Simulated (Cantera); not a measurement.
An adiabatic, constant-pressure homogeneous reactor starts with 51.2 % H2, 10.2 % O2, 38.5 % N2, at 1073 K and 7.60 bar.

Cantera simulation using the H2/O2 subset of GRI-Mech 3.0, which has no nitrogen chemistry; the numbers are that mechanism's predictions, not measurements. The hydrogen kinetics of GRI-Mech 3.0 are dated; newer H2 mechanisms differ, most at raised pressure.

One state of this run: T (K) = 2525; x H2 = 0.339; x O2 = 2.67e-6; x OH = 0.000847; x O = 9.74e-6; x H2O2 = 7.58e-9; x HO2 = 8.10e-9; x H2O = 0.227. x: mole fraction; the columns are a selection and need not sum to one.

**Question.** Which value of t (s) does it belong to?
(A) 7.29e-5
(B) 3.17e-5
(C) 0.000385
(D) 0.0107

**Answer.** D, 0.0107
